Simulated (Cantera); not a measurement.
An isothermal, constant-pressure homogeneous reactor starts with CH₄ : CO₂ : H₂ = 1 : 1.2 : 0.96 (molar parts), at 2100 K and 21800 Torr. Integrator tolerance rtol = 1e-08.

Computed with Cantera and GRI-Mech 3.0 (53 species, 325 reactions). The pressure lies above the range GRI-Mech 3.0 was tuned for (to about 10 atm).

Q: What does this change do: temperature 2100 to 1375 K?

A: 
```json
[
 {"quantity": "x(CH₄) at 20.0 s", "before": "3.97e-5 (gas-phase equilibrium 4.33e-5)", "after": "0.264 (gas-phase equilibrium 0.0222)"},
 {"quantity": "x(CO₂) at 20.0 s", "before": "0.00529 (gas-phase equilibrium 0.00529)", "after": "0.150 (gas-phase equilibrium 0.0174)"},
 {"quantity": "x(H₂) at 20.0 s", "before": "0.540 (gas-phase equilibrium 0.540)", "after": "0.148 (gas-phase equilibrium 0.509)"},
 {"quantity": "x(C₂H₆) at 20.0 s", "before": "5.25e-11 (gas-phase equilibrium 6.20e-11)", "after": "0.000929 (gas-phase equilibrium 1.92e-6)"},
 {"quantity": "x(CH₂O) at 20.0 s", "before": "2.66e-6 (gas-phase equilibrium 2.66e-6)", "after": "7.26e-7 (gas-phase equilibrium 2.73e-6)"},
 {"quantity": "x(CO) at 20.0 s", "before": "0.421 (gas-phase equilibrium 0.421)", "after": "0.229 (gas-phase equilibrium 0.406)"}
]
```
